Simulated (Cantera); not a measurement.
**Adiabatic ignition**

An adiabatic, constant-pressure homogeneous reactor starts with 20.1 % CO, 1.15 % H₂, 1.49 % CH₄, 16.2 % O₂, 61.0 % N₂, equivalence ratio 0.84, at 1400 K and 1.00 bar.

Cantera simulation using GRI-Mech 3.0 (53 species, 325 reactions); the numbers are that mechanism's predictions, not measurements.

```
t (s)     T (K)    x CO     x H₂   x CH₄     x CH₂      x H   x C₂H    x H₂O₂
--------  -----  ------  -------  ------  --------  -------  ------  --------
7.00e-6    1400   0.201   0.0115  0.0149    <1e-12  7.42e-8  <1e-12  1.06e-10
2.96e-5    1400   0.201   0.0115  0.0149  9.56e-11  1.19e-6  <1e-12   2.16e-9
0.000125   1792   0.147  0.00355  <1e-12    <1e-12   0.0180  <1e-12   3.25e-7
0.000528   2514  0.0829  0.00291  <1e-12    <1e-12  0.00508  <1e-12   5.43e-8
0.00223    2686  0.0668  0.00215  <1e-12    <1e-12  0.00254  <1e-12   8.34e-8
0.00942    2679  0.0664  0.00215  <1e-12    <1e-12  0.00245  <1e-12   8.06e-8
0.0398     2678  0.0664  0.00216  <1e-12    <1e-12  0.00245  <1e-12   8.03e-8
0.168      2678  0.0664  0.00216  <1e-12    <1e-12  0.00245  <1e-12   8.03e-8
0.710      2678  0.0664  0.00216  <1e-12    <1e-12  0.00245  <1e-12   8.03e-8
3.00       2678  0.0664  0.00216  <1e-12    <1e-12  0.00245  <1e-12   8.03e-8
```
x: mole fraction; the columns are a selection and need not sum to one.

```yaml
time_of_steepest_temperature_rise: 0.103 ms
temperature at 3.00 s: 2678 K
equilibrium_temperature: 2678 K
x(CO) at 3.00 s: 0.0664 (gas-phase equilibrium 0.0664)
x(H₂) at 3.00 s: 0.00216 (gas-phase equilibrium 0.00216)
x(CH₄) at 3.00 s: <1e-12 (gas-phase equilibrium <1e-12)
```
